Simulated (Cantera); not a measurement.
An isothermal, constant-pressure homogeneous reactor starts with 25.6 % NH₃, 74.4 % N₂, at 1450 K and 56000 Pa.

Model: the gas-phase N/H chemistry of the illustrative SiF4/NH3 mechanism in the Surface Chemkin manual (1991), integrated in Cantera. Walls and surfaces, which speed up NH3 decomposition in real reactors, are not modelled.

One state of this run: x NH₃ = 0.148; x N₂H₂ = 1.85e-8; x N = 8.12e-10; x NH₂ = 8.82e-6; x H₂ = 0.130; x H = 3.66e-6. x: mole fraction; the columns are a selection and need not sum to one.

Question: Which value of t (s) does it belong to?
A) 90.0
B) 9.00e-5
C) 0.900
D) 0.00194

Answer: A, 90.0
